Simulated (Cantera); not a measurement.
## Carbon deposition, reforming and gasification: CH4 + H2 + CO2

Feed: 1 mol CH4, 8 mol H2, 0.32 mol CO2, held at 602 °C and 1 atm.

These are equilibrium values from Cantera (NASA tables, ideal gas, pure condensed phases), not measurements of a reactor. Candidate condensed phases: C, C6H6, C7H8, C8H18, H2O; 110 gas species. Equilibrium is a limit: real reactors are often held back by kinetics, nucleation or transport.

| Quantity | Value |
|---|---|
| x(H2) | 0.792 |
| x(CH4) | 0.138 |
| x(H2O) | 0.0595 |
| x(CO) | 0.00905 |
| x(CO2) | 0.00179 |
| x(C2H6) | 1.22e-6 |
| gas amount | 8.872 mol |
| log10 activity of C(graphite) (absent) | -0.30 |
